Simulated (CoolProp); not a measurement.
The fluid at 298.15 K and 0.198 MPa (gas) is heated at constant pressure to 334.9 K. The same conditions are run with several fluids, on thermodynamics alone (safety and materials aside).

Computed with CoolProp (reference Helmholtz-energy equation of state of each fluid (vinyl chloride: Thol 2022; carbon monoxide: Lemmon 2006; C2F6 (R116): Lemmon 2006; carbon dioxide: Span 1996; R407C: Lemmon 2003)). Blends and air are pseudo-pure fits.

| fluid | heat (kJ/kg) | final density (kg/m³) |
|---|---|---|
| vinyl chloride | 34.0 | 4.56 |
| carbon monoxide | 38.4 | 1.99 |
| C2F6 (R116) | 29.6 | 9.95 |
| carbon dioxide | 32.1 | 3.15 |
| R407C | 32.2 | 6.26 |
